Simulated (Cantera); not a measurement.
A Cantera script and its output.

```python
import numpy as np
import cantera as ct

gas = ct.Solution("gri30.yaml")
gas.TPX = 625, 740000, {'CH4': 1, 'O2': 1.43, 'N2': 5.37, 'H2': 0.025}
flame = ct.FreeFlame(gas, width=0.0099)
flame.set_refine_criteria(ratio=3, slope=0.08, curve=0.16)
flame.transport_model = "mixture-averaged"
flame.solve(loglevel=0, auto=True)
z, T = flame.grid, flame.T
thick = (T[-1] - T[0]) / np.gradient(T, z).max()
show = ['CH4', 'O2', 'H2', 'HCN', 'NO', 'CO']
print(f"laminar burning velocity  {flame.velocity[0] * 100:.3f} cm/s")
print(f"burnt temperature         {T[-1]:.1f} K")
print(f"thermal thickness         {thick * 1e3:.4f} mm")
print(f"grid points               {len(z)}")
z0 = z[flame.heat_release_rate.argmax()]
print(f"{'z/mm':>9s}{'T/K':>9s}{'u/(m/s)':>9s}" + "".join(f"{s:>11s}" for s in show))
rows = []
for k in (-3, -2, -1.5, -1, -0.5, -0.25, 0, 0.25, 0.5, 1, 2, 4, 8):
    zz = z0 + k * thick
    rows.append([k * thick, np.interp(zz, z, T), np.interp(zz, z, flame.velocity),
                 *(np.interp(zz, z, flame.X[gas.species_index(s)]) for s in show)])
    print(f"{rows[-1][0] * 1e3:9.3f}{rows[-1][1]:9.1f}{rows[-1][2]:9.3f}" + "".join(f"{x:11.3e}" for x in rows[-1][3:]))
```

It prints:

```
laminar burning velocity  34.851 cm/s
burnt temperature         2214.0 K
thermal thickness         0.1355 mm
grid points               136
     z/mm      T/K  u/(m/s)        CH4         O2         H2        HCN         NO         CO
   -0.406    626.0    0.350  1.272e-01  1.821e-01  6.623e-03  1.490e-09  4.786e-10  2.133e-05
   -0.271    635.0    0.357  1.258e-01  1.806e-01  1.160e-02  2.208e-08  5.489e-09  2.330e-04
   -0.203    661.7    0.374  1.229e-01  1.778e-01  1.684e-02  1.112e-07  2.540e-08  9.550e-04
   -0.135    784.2    0.449  1.124e-01  1.666e-01  2.553e-02  7.623e-07  2.006e-07  4.941e-03
   -0.068   1223.5    0.714  7.689e-02  1.217e-01  3.758e-02  4.776e-06  2.228e-06  2.368e-02
   -0.034   1599.7    0.945  4.527e-02  7.756e-02  4.403e-02  1.006e-05  5.233e-06  4.372e-02
    0.000   1948.0    1.163  1.663e-02  3.256e-02  4.916e-02  1.946e-05  9.678e-06  6.440e-02
    0.034   2122.9    1.272  5.185e-03  9.806e-03  5.193e-02  3.230e-05  1.629e-05  7.322e-02
    0.068   2182.5    1.308  2.337e-03  2.952e-03  5.414e-02  3.988e-05  2.268e-05  7.478e-02
    0.135   2210.9    1.324  1.080e-03  4.036e-04  5.732e-02  4.195e-05  3.082e-05  7.479e-02
    0.271   2216.8    1.328  5.246e-04  2.067e-05  6.016e-02  3.750e-05  4.007e-05  7.506e-02
    0.542   2215.8    1.328  1.934e-04  1.781e-06  6.196e-02  2.755e-05  5.383e-05  7.599e-02
    1.084   2214.5    1.328  2.999e-05  1.656e-06  6.271e-02  1.335e-05  7.214e-05  7.666e-02
```

Cantera simulation using GRI-Mech 3.0 (53 species, 325 reactions); the numbers are that mechanism's predictions, not measurements. Burning velocities carry a grid error of a few per cent, more on coarse grids.
